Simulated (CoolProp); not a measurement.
Diethyl ether at several states: Z from the reference equation and from simpler models built on Tc = 194.7 °C, pc = 37.17 bar, ω = 0.282; each cubic takes its own stable root.

Model: reference Helmholtz-energy equation of state, Thol 2014, in CoolProp.

| T (°C) | p (bar) | phase | reference | Soave-Redlich-Kwong | Peng-Robinson |
|---|---|---|---|---|---|
| 14.15 | 0.602 | liquid | … | … | 0.002513 |
| 270.85 | 9.57 | gas | … | … | … |
| 122.45 | 0.142 | gas | 0.9977 | 0.9978 | 0.9976 |

Task: Some entries are withheld; supply them.

Result: 
- 14.15, reference: 0.002594
- 14.15, Soave-Redlich-Kwong: 0.002837
- 270.85, reference: 0.9475
- 270.85, Soave-Redlich-Kwong: 0.9480
- 270.85, Peng-Robinson: 0.9400
